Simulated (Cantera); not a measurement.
## Dilute partial oxidation

An isothermal, constant-pressure homogeneous reactor starts with CH₄ : O₂ : N₂ = 0.015 : 0.048 : 1 (molar parts), equivalence ratio 0.62, at 1523 K and 1.80 bar.

Computed with Cantera and GRI-Mech 3.0 (53 species, 325 reactions). The temperature is held fixed by assumption; the heat of reaction is taken as removed at once.

| t (s) | x CH₄ | x O₂ | x C₂H | x HO₂ | x CH₃ | x OH |
|---|---|---|---|---|---|---|
| 9.00e-5 | 0.0141 | 0.0452 | <1e-12 | 4.26e-7 | 3.79e-6 | 3.08e-8 |
| 0.000233 | 0.0141 | 0.0451 | <1e-12 | 6.54e-7 | 1.28e-5 | 7.86e-8 |
| 0.000601 | 0.0140 | 0.0451 | <1e-12 | 9.77e-7 | 4.56e-5 | 2.84e-7 |
| 0.00155 | 0.0128 | 0.0444 | 6.56e-12 | 6.00e-6 | 0.000156 | 2.40e-6 |
| 0.00402 | <1e-12 | 0.0170 | <1e-12 | 1.28e-6 | <1e-12 | 0.000235 |
| 0.0104 | <1e-12 | 0.0169 | <1e-12 | 1.26e-7 | <1e-12 | 7.06e-5 |
| 0.0268 | <1e-12 | 0.0169 | <1e-12 | 3.24e-8 | <1e-12 | 3.40e-5 |
| 0.0694 | <1e-12 | 0.0169 | <1e-12 | 2.19e-8 | <1e-12 | 2.42e-5 |
| 0.179 | <1e-12 | 0.0169 | <1e-12 | 2.12e-8 | <1e-12 | 2.34e-5 |
| 0.463 | <1e-12 | 0.0169 | <1e-12 | 2.12e-8 | <1e-12 | 2.34e-5 |
| 1.20 | <1e-12 | 0.0169 | <1e-12 | 2.12e-8 | <1e-12 | 2.34e-5 |
| 3.10 | <1e-12 | 0.0169 | <1e-12 | 2.12e-8 | <1e-12 | 2.34e-5 |
| 8.00 | <1e-12 | 0.0169 | <1e-12 | 2.12e-8 | <1e-12 | 2.34e-5 |
x: mole fraction; the columns are a selection and need not sum to one.

Equilibrium at this temperature and pressure: CH₄ <1e-12, O₂ 0.0167, C₂H <1e-12, HO₂ 2.10e-8, CH₃ <1e-12, OH 2.33e-5 (gas phase only).
